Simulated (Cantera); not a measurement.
Input (Python, Cantera) and output of one run.

```python
import numpy as np
import cantera as ct

gas_names = """
    Fe FeO Fe(OH)2 H HNO HNO2 HNO3 HO2 H2 H2O H2O2 N NH NH2 NH3 NH2OH NO NO2 NO3 N2 N2H2 N2H4 N2O O OH
    O2 O3
""".split()
cond_names = """
    Fe(a) Fe(c) Fe(d) Fe(L) FeO(s) FeO(L) Fe(OH)2(s) Fe(OH)3(s) Fe2O3(s) Fe3O4(s) H2O(s) H2O(L)
""".split()


# ... load() reads the species with a 1 bar reference pressure and builds the phases ...
atoms = {
    'Fe3O4': {'Fe': 3, 'O': 4},
    'H2': {'H': 2},
    'N2': {'N': 2},
}
top_T = {'Fe2O3(s)': 1830, 'Fe3O4(s)': 1870}  # K; cautious upper limits of use, not melting points


# ... equilibrate(T, P, feed) seeds the gas with the atoms and calls Mixture.equilibrate('TP', solver="vcs", rtol=1e-11, max_steps=5000) ...
results = []
feed = {'Fe3O4': 1, 'H2': 200, 'N2': 4.2}  # mol
T = 1573.15  # K
P = 2400  # Pa
mix = equilibrate(T, P, feed)
results.append((T, P, feed, dict(zip(mix.species_names, mix.species_moles))))
x = sorted(zip(gas.X, gas.species_names), reverse=True)
print(f"T = {T:g} K  P = {P:g} Pa  gas = {mix.phase_moles(0):.4g} mol")
print("   x: " + "  ".join(f"{s} {v:.3e}" for v, s in x if v > 1e-06))
print("   condensed (mol): " + ("  ".join(f"{mix.phase(i).name} {mix.phase_moles(i):.4g}"
      for i in range(1, mix.n_phases) if mix.phase_moles(i) > 1e-12) or "none"))
```

Output:

```
T = 1573.15 K  P = 2400 Pa  gas = 204.2 mol
   x: H2 9.596e-01  N2 2.056e-02  H2O 1.959e-02  H 2.575e-04  Fe 2.747e-05
   condensed (mol): Fe(c) 2.994
```

These are equilibrium values from Cantera (NASA tables, ideal gas, pure condensed phases), not measurements of a reactor.
